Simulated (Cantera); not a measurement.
# Silicon etching in halogen gases: Si + NF3

Charge: 1 mol Si, 0.8 mol NF3, held at 725 °C and 0.000400 bar.

Equilibrium computed with Cantera from the NASA thermochemical tables; the gas is ideal and each condensed phase is pure. Candidate condensed phases: Si, Si3N4; 16 gas species. The tables' values for SiF3 are old estimates; treat these amounts as uncertain. Equilibrium is a limit: real reactors are often held back by kinetics, nucleation or transport.

```json
{
  "x(SiF4)": "0.818",
  "x(N2)": "0.182",
  "x(SiF3)": "0.000286",
  "n(Si3N4(s))": "0.133 mol",
  "gas_amount": "0.7334 mol",
  "log10 activity of Si(s) (absent)": "-4.46"
}
```
